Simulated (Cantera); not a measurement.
Input (Python, Cantera) and output of one run.

```python
import numpy as np
import cantera as ct

gas_names = """
    Br Br2 H HBr H2 N NH NH2 NH3 N2 N2H2 N2H4 Si SiBr SiBr2 SiBr3 SiBr4 SiH SiHBr3 SiH2 SiH2Br2 SiH3
    SiH3Br SiH4 SiN Si2 Si2N Si3
""".split()
cond_names = """
    Br2(cr) Br2(L) Si(cr) Si(L) Si3N4(a)
""".split()


# ... load() reads the species with a 1 bar reference pressure and builds the phases ...
atoms = {
    'Si': {'Si': 1},
    'Br2': {'Br': 2},
    'N2': {'N': 2},
    'HBr': {'H': 1, 'Br': 1},
}
top_T = {'Si3N4(a)': 2400}  # K; cautious upper limits of use, not melting points


# ... equilibrate(T, P, feed) seeds the gas with the atoms and calls Mixture.equilibrate('TP', solver="vcs", rtol=1e-11, max_steps=5000) ...
results = []
feed = {'Si': 1, 'Br2': 2.4, 'N2': 97, 'HBr': 29}  # mol
P = 6100  # Pa
for T in [1075, 1125, 1175, 1225, 1275, 1325, 1375, 1425, 1475, 1525]:
    mix = equilibrate(T, P, feed)
    results.append((T, P, feed, dict(zip(mix.species_names, mix.species_moles))))

top = {s: max(r[3][s] / sum(r[3][g] for g in gas_names) for r in results) for s in gas_names}
cols = sorted((s for s in top if top[s] > 1e-05), key=lambda s: -top[s])[:5]
seen = [c for c in cond_names if any(r[3].get(c, 0) > 1e-12 for r in results)]
print("log10 of partial pressures in bar; condensed amounts in mol")
print(f"{'T/K':>10s}" + "".join(f"{s[:9]:>10s}" for s in cols + seen))
for T, P, feed, n in results:
    ng = sum(n[g] for g in gas_names)
    print(f"{T:10.4g}" + "".join(f"{np.log10(max(n[s] / ng * P / 1e5, 1e-99)):10.3f}" for s in cols)
          + "".join(f"{n.get(c, 0):10.4g}" for c in seen))
```

Result:

```
log10 of partial pressures in bar; condensed amounts in mol
       T/K        N2       HBr        Br     SiBr4        H2
      1075    -1.334    -1.858    -3.842    -3.320    -5.752
      1125    -1.334    -1.858    -3.688    -3.321    -5.402
      1175    -1.334    -1.859    -3.569    -3.321    -5.038
      1225    -1.334    -1.860    -3.474    -3.322    -4.676
      1275    -1.335    -1.862    -3.385    -3.324    -4.346
      1325    -1.335    -1.865    -3.289    -3.329    -4.069
      1375    -1.336    -1.869    -3.184    -3.341    -3.847
      1425    -1.336    -1.874    -3.072    -3.373    -3.674
      1475    -1.338    -1.881    -2.955    -3.442    -3.539
      1525    -1.340    -1.888    -2.839    -3.573    -3.428
```

Equilibrium computed with Cantera from the NASA thermochemical tables; the gas is ideal and each condensed phase is pure. The tables' values for SiBr3 are old estimates; treat these amounts as uncertain.
